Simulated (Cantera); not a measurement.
Source: NASA polynomial tables (part measured, part estimated), evaluated in Cantera. Values are per mole of reaction as written; species without (g) are pure solids or liquids, kept so even where they would boil at 1 bar.

H2(g) + Br2(g) ⇌ 2 HBr(g)

```tsv
T (K)	ΔH° (kJ)	ΔS° (J/K)	ΔG° (kJ)	log10 K
398	-104.5	19.2	-112.1	14.72
448	-104.9	18.3	-113.1	13.18
498	…	…	…	…
548	-105.7	16.8	-114.8	10.95
598	…	…	…	…
648	…	…	…	…
698	-106.6	15.2	-117.2	8.77
```

### Question
Fill in the missing entries.

### Answer

- 498, ΔH° (kJ): -105.3
- 498, ΔS° (J/K): 17.5
- 498, ΔG° (kJ): -114.0
- 498, log10 K: 11.95
- 598, ΔH° (kJ): -106.0
- 598, ΔS° (J/K): 16.1
- 598, ΔG° (kJ): -115.7
- 598, log10 K: 10.10
- 648, ΔH° (kJ): -106.3
- 648, ΔS° (J/K): 15.6
- 648, ΔG° (kJ): -116.4
- 648, log10 K: 9.39
